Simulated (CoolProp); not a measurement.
Vapour pressure (MPa) of R141b: the reference equation beside estimates from Tc = 477.5 K, pc = 4.212 MPa, ω = 0.220. Clausius-Clapeyron is anchored at 329.6 K with a constant enthalpy of vaporisation of 24.61 kJ/mol.

Computed with CoolProp (reference Helmholtz-energy equation of state, Lemmon 2006). It is a short technical equation, of lower accuracy than the large ones.

```tsv
T (K)	reference	Lee-Kesler	Clausius-Clapeyron	van der Waals	Redlich-Kwong	Soave-Redlich-Kwong	Peng-Robinson
324.6	0.1912	0.1909	0.1934	0.7258	0.2862	0.1909	0.1909
329.6	0.2221	0.2219	0.2221	0.7857	0.3268	0.2218	0.2215
334.6	0.2566	0.2566	0.2540	0.8488	0.3715	0.2565	0.2556
339.6	0.2951	0.2953	0.2893	0.9150	0.4205	0.2952	0.2937
344.7	0.3388	0.3391	0.3291	0.9860	0.4750	0.3390	0.3369
349.7	0.3861	0.3867	0.3721	1.059	0.5332	0.3867	0.3838
354.7	0.4383	0.4390	0.4192	1.135	0.5963	0.4393	0.4355
359.7	0.4955	0.4965	0.4708	1.215	0.6644	0.4971	0.4923
364.7	0.5582	0.5594	0.5270	1.298	0.7379	0.5604	0.5546
369.7	0.6266	0.6279	0.5882	1.385	0.8168	0.6296	0.6227
374.7	0.7010	0.7024	0.6545	1.476	0.9015	0.7050	0.6968
```

Absolute difference from the reference over all 11 rows, mean and median: Lee-Kesler 0.1 and 0.2 %, Clausius-Clapeyron 3.5 and 3.6 %, van der Waals 182.5 and 174.3 %, Redlich-Kwong 38.5 and 38.1 %, Soave-Redlich-Kwong 0.2 and 0.2 %, Peng-Robinson 0.5 and 0.6 %.
